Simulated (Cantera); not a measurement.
Input (Python, Cantera) and output of one run.

```python
import numpy as np
import cantera as ct

gas_names = """
    C CH CH2 CH3 CH2OH CH3O CH4 CH3OH CO CO2 COOH C2 C2H CHCO,ketyl C2H2,acetylene C2H2,vinylidene
    CH2CO,ketene C2H3,vinyl CH3CO,acetyl C2H4 C2H4O,ethylen CH3CHO,ethanal CH3COOH (HCOOH)2 C2H5 C2H6
    CH3OCH3 C2H5OH C2O C3 C3H3,propargyl C3H4,allene C3H4,propyne C3H4,cyclo- C3H5,allyl C3H6,propylene
    C3H6,cyclo- C3H6O C3H7,n-propyl C3H7,i-propyl C3H8 C3H8O,1propanol C3H8O,2propanol C3O2 C4 C4H2
    C4H4,1,3-cyclo- C4H6,butadiene C4H6,2-butyne C4H6,cyclo- C4H8,1-butene C4H8,cis2-buten
    C4H8,tr2-butene C4H8,isobutene C4H8,cyclo- (CH3COOH)2 C4H9,n-butyl C4H9,i-butyl C4H9,s-butyl
    C4H9,t-butyl C4H10,isobutane C4H10,n-butane C5 C5H6,1,3cyclo- C5H8,cyclo- C5H10,1-pentene
    C5H10,cyclo- C5H11,pentyl C5H11,t-pentyl C5H12,n-pentane C5H12,i-pentane CH3C(CH3)2CH3 C6H2
    C6H5,phenyl C6H5O,phenoxy C6H6 C6H5OH,phenol C6H10,cyclo- C6H12,1-hexene C6H12,cyclo- C6H13,n-hexyl
    C7H7,benzyl C7H8 C7H8O,cresol C7H14,1-heptene C7H15,n-heptyl C7H16,n-heptane C8H8,styrene
    C8H10,ethylbenz C8H16,1-octene C8H17,n-octyl C8H18,isooctane C8H18,n-octane C9H19,n-nonyl
    C10H8,naphthale C10H21,n-decyl C12H9,o-bipheny C12H10,bipheny H HCO HO2 H2 HCHO,formaldehy HCOOH H2O
    H2O2 O OH O2 O3 Ta TaO TaO2
""".split()
cond_names = """
    C(gr) C6H6(L) C7H8(L) C8H18(L),n-octa H2O(s) H2O(L) Ta(cr) Ta(L) TaC(s) TaC(L) Ta2O5(s) Ta2O5(L)
""".split()


def load(file, names, dense=False):
    # The tables refer to 1 bar. Condensed volumes are neglected.
    table = {s.name: s for s in ct.Species.list_from_file(file)}
    out = []
    for n in names:
        d = dict(table[n].input_data)
        d["thermo"] = dict(d["thermo"], **{"reference-pressure": 1e5})
        if dense:
            d["equation-of-state"] = {"model": "constant-volume", "density": "1e6 g/cm^3"}
        out.append(ct.Species.from_dict(d))
    return out


gas = ct.Solution(thermo="ideal-gas", species=load("nasa_gas.yaml", gas_names))
cond = {s.name: ct.Solution(thermo="fixed-stoichiometry", species=[s], name=s.name)
        for s in load("nasa_condensed.yaml", cond_names, dense=True)}
atoms = {
    'Ta2O5': {'Ta': 2, 'O': 5},
    'C': {'C': 1},
    'H2': {'H': 2},
}
top_T = {'C(gr)': 4500}  # K; cautious upper limits of use, not melting points


def equilibrate(T, P, feed):
    n = {}
    for name, mol in feed.items():
        for a, k in atoms[name].items():
            n[a] = n.get(a, 0.0) + k * mol
    gas.TPX = T, P, n
    mass = sum(n.values()) * gas.mean_molecular_weight
    gas.equilibrate("TP")
    valid = [c for c in cond.values() if c.min_temp <= T <= top_T.get(c.name, c.max_temp)]
    mix = ct.Mixture([(gas, mass / gas.mean_molecular_weight)] + [(c, 0.0) for c in valid])
    mix.T, mix.P = T, P
    mix.equilibrate("TP", solver="vcs", rtol=1e-11, max_steps=5000)
    return mix


results = []
feed = {'Ta2O5': 1, 'C': 1.1, 'H2': 0.16}  # mol
T = 1575  # K
for P in [10, 68, 460, 3200, 22000, 150000, 1000000]:
    mix = equilibrate(T, P, feed)
    results.append((T, P, feed, dict(zip(mix.species_names, mix.species_moles))))
    x = sorted(zip(gas.X, gas.species_names), reverse=True)
    print(f"T = {T:g} K  P = {P:g} Pa  gas = {mix.phase_moles(0):.4g} mol")
    print("   x: " + "  ".join(f"{s} {v:.3e}" for v, s in x if v > 1e-06))
    print("   condensed (mol): " + ("  ".join(f"{mix.phase(i).name} {mix.phase_moles(i):.4g}"
          for i in range(1, mix.n_phases) if mix.phase_moles(i) > 1e-12) or "none"))
```

Output:

```
T = 1575 K  P = 10 Pa  gas = 0.9465 mol
   x: CO 8.300e-01  H2 1.681e-01  H 1.704e-03  CO2 1.169e-04  H2O 6.873e-05
   condensed (mol): TaC(s) 0.3143  Ta2O5(s) 0.8428
T = 1575 K  P = 68 Pa  gas = 0.9459 mol
   x: CO 8.303e-01  H2 1.687e-01  H 6.546e-04  CO2 2.023e-04  H2O 1.193e-04
   condensed (mol): TaC(s) 0.3144  Ta2O5(s) 0.8428
T = 1575 K  P = 460 Pa  gas = 0.9457 mol
   x: CO 8.303e-01  H2 1.689e-01  CO2 3.494e-04  H 2.518e-04  H2O 2.061e-04
   condensed (mol): TaC(s) 0.3144  Ta2O5(s) 0.8428
T = 1575 K  P = 3200 Pa  gas = 0.9455 mol
   x: CO 8.301e-01  H2 1.688e-01  CO2 6.079e-04  H2O 3.587e-04  H 9.545e-05
   condensed (mol): TaC(s) 0.3145  Ta2O5(s) 0.8427
T = 1575 K  P = 22000 Pa  gas = 0.9453 mol
   x: CO 8.297e-01  H2 1.686e-01  CO2 1.054e-03  H2O 6.213e-04  H 3.638e-05
   condensed (mol): TaC(s) 0.3147  Ta2O5(s) 0.8426
T = 1575 K  P = 150000 Pa  gas = 0.9449 mol
   x: CO 8.289e-01  H2 1.682e-01  CO2 1.821e-03  H2O 1.072e-03  CH4 1.545e-05  H 1.392e-05
   condensed (mol): TaC(s) 0.3151  Ta2O5(s) 0.8425
T = 1575 K  P = 1e+06 Pa  gas = 0.9437 mol
   x: CO 8.277e-01  H2 1.669e-01  CO2 3.126e-03  H2O 1.829e-03  CH4 3.928e-04  H 5.369e-06  C2H2,acetylene 2.117e-06
   condensed (mol): TaC(s) 0.3155  Ta2O5(s) 0.8422
```

Equilibrium computed with Cantera from the NASA thermochemical tables; the gas is ideal and each condensed phase is pure. Mutual solubility and eutectic melting of coexisting phases are not modelled. TaC: taken at fixed stoichiometry. Condensed phases not in the tables: Ta2C.
